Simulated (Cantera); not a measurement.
An isothermal, constant-pressure homogeneous reactor starts with N2O = 1 (molar parts), at 1523 K and 1.00 bar. Integrator tolerance rtol = 1e-08.

Computed with Cantera and GRI-Mech 3.0 (53 species, 325 reactions). GRI-Mech 3.0 was tuned for natural gas; its chemistry of N2O as a main component is partial and can be far from experiment. The temperature is held fixed by assumption; the heat of reaction is taken as removed at once.

```
quantity                                           before                                    after
----------------  ---------------------------------------  ---------------------------------------
x(N2O) at 2.00 s  6.61e-6 (gas-phase equilibrium 8.90e-8)  7.59e-6 (gas-phase equilibrium 5.56e-8)
x(NO) at 2.00 s     0.140 (gas-phase equilibrium 0.00159)    0.154 (gas-phase equilibrium 0.00159)
x(O2) at 2.00 s       0.263 (gas-phase equilibrium 0.333)      0.256 (gas-phase equilibrium 0.333)
x(O) at 2.00 s    2.85e-6 (gas-phase equilibrium 3.20e-6)  4.52e-6 (gas-phase equilibrium 5.13e-6)
x(N2) at 2.00 s       0.597 (gas-phase equilibrium 0.666)      0.590 (gas-phase equilibrium 0.666)
```

Q: Which change was made?
A) temperature 1523 to 1100 K
B) pressure from 1.00 bar to 0.390 bar
C) temperature 1523 to 1150 K
D) temperature 1523 to 1500 K

A: B, pressure from 1.00 bar to 0.390 bar
